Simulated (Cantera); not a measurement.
## Sublimation and decomposition of ceramics: MgO + H2 + C

Charge: 1 mol MgO, 4.7 mol H2, 0.032 mol C, equilibrated at 20.0 Pa.

Cantera equilibrium calculation (NASA polynomials, part measured and part estimated; ideal gas, pure solids and liquids). Candidate condensed phases: C, C6H6, C7H8, C8H18, H2O, Mg, MgCO3, MgO, Mg(OH)2; 116 gas species. The tables' values for MgH are old estimates; treat these amounts as uncertain. Equilibrium is a limit: real reactors are often held back by kinetics, nucleation or transport.

| T (K) | x H2 | x H | x Mg | x H2O | x O | x OH | n MgO(s) |
|---|---|---|---|---|---|---|---|
| 1498 | 0.984 | 0.00121 | 0.00735 | 0.000638 | 2.36e-11 | 2.22e-8 | 0.965 |
| 1698 | 0.941 | 0.00992 | 0.0243 | 0.0177 | 8.09e-8 | 9.59e-6 | 0.881 |
| 1898 | 0.728 | 0.0472 | 0.112 | 0.106 | 2.73e-5 | 0.000560 | 0.384 |
| 2098 | 0.523 | 0.157 | 0.160 | 0.148 | 0.00113 | 0.00527 | 0 |
| 2298 | 0.337 | 0.393 | 0.135 | 0.0954 | 0.0142 | 0.0179 | 0 |
| 2498 | 0.138 | 0.655 | 0.105 | 0.0189 | 0.0577 | 0.0185 | 0 |
| 2698 | 0.0382 | 0.779 | 0.0918 | 0.00117 | 0.0796 | 0.00612 | 0 |
| 2898 | 0.0101 | 0.813 | 0.0888 | 6.85e-5 | 0.0837 | 0.00168 | 0 |
x: gas mole fraction; n: condensed amount in mol.

From 1498 K to 1898 K the condensed part is MgO(s). From 2098 K to 2898 K nothing is condensed. The main Mg-bearing gas is Mg throughout.
